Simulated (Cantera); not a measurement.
A closed system holds: 1 mol Si, 0.0071 mol H2O, 240 mol N2, held at 0.000110 bar.

These are equilibrium values from Cantera (NASA tables, ideal gas, pure condensed phases), not measurements of a reactor. Candidate condensed phases: H2O, Si, SiO2, Si2N2O, Si3N4; 35 gas species. The tables' values for SiN are old estimates; treat these amounts as uncertain. Equilibrium is a limit: real reactors are often held back by kinetics, nucleation or transport. All values below are at 1873 K.

Base state: N2 0.996, Si 0.00410, H 5.72e-5, SiO 2.95e-5, SiN 1.54e-5 (mole fractions); condensed: gas only.

Question: What changes in the equilibrium state with this change: Si replaced by SiC?

Answer: 
| species | before | after |
|---|---|---|
| N2 | 0.996 | 0.997 |
| Si | 0.00410 | 0.00266 |
| SiC2 | 0 | 5.84e-5 |
| Si2C | 0 | 4.10e-5 |
| CO | 0 | 2.93e-5 |
| C(graphite), mol | 0 | 0.628 |
| SiC(s), mol | 0 | 0.323 |
Further candidate phases: C, C6H6, C7H8, C8H18, SiC.
